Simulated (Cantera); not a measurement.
An adiabatic, constant-volume homogeneous reactor starts with 6.54 % CH3OH, 19.6 % O2, 73.9 % N2, at 1625 K and 72000 Pa.

Detailed kinetics in Cantera: GRI-Mech 3.0 (53 species, 325 reactions). GRI-Mech 3.0 was tuned for natural gas; its chemistry of methanol as a main component is partial and can be far from experiment.

Problem. Predict: time of steepest temperature rise; temperature at 2.00 s; equilibrium temperature; x(O2) at 2.00 s; x(H2O) at 2.00 s; x(NO) at 2.00 s; x(CO2) at 2.00 s.

Solution. 
```
Item                                                              Result
---------------------------------  -------------------------------------
time of steepest temperature rise                               0.128 ms
temperature at 2.00 s                                             2640 K
equilibrium temperature                                           2640 K
x(O2) at 2.00 s                    0.0849 (gas-phase equilibrium 0.0849)
x(H2O) at 2.00 s                     0.110 (gas-phase equilibrium 0.110)
x(NO) at 2.00 s                    0.0174 (gas-phase equilibrium 0.0174)
x(CO2) at 2.00 s                   0.0505 (gas-phase equilibrium 0.0505)
```
